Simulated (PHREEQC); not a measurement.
**Brine: an equilibrium model**

Solution (51 °C): 0.61 mol/kgw CaCl2 and 0.1 mol/kgw K2SO4. Closed to the air; pH follows from the charge balance.

Equilibrium calculation in PHREEQC: ion-association model with the Debye-Hückel limiting law, phreeqc.dat.

Precipitation was switched off in this run.

Problem. What activity of water does the model give?

Solution. activity of water 0.964.

Ionic strength above about 0.7 mol/kgw puts this run outside the model's range. Species that the database lacks are ignored. Constants without temperature data keep their 25 °C values here.
